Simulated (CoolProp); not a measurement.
Properties of carbon dioxide along the isobar 11400 kPa (Tc = 304.1 K, pc = 7377 kPa, ω = 0.224).

Values from CoolProp's reference Helmholtz-energy equation of state, Span 1996.

| T (K) | phase | density (kg/m³) | Prandtl number |
|---|---|---|---|
| 256.7 | liquid | 1054 | 2.16 |
| 265.3 | liquid | 1018 | 2.10 |
| 274 | liquid | 977.7 | 2.07 |
| 282.7 | liquid | 933.4 | 2.07 |
| 291.4 | liquid | 883.2 | 2.13 |
| 300.1 | liquid | 823.5 | 2.26 |
| 308.8 | supercritical | 747.4 | 2.54 |
| 317.5 | supercritical | 638.6 | 3.10 |
| 326.1 | supercritical | 486.7 | 3.17 |
| 334.8 | supercritical | 371.9 | 2.18 |
| 343.5 | supercritical | 312.1 | 1.66 |
| 352.2 | supercritical | 275.9 | 1.40 |
| 360.9 | supercritical | 250.7 | 1.25 |
| 369.6 | supercritical | 231.9 | 1.16 |
| 378.2 | supercritical | 217.0 | 1.09 |

Viscosity comes from a separate model (Laesecke 2017). Thermal conductivity comes from a separate model (Huber 2016).
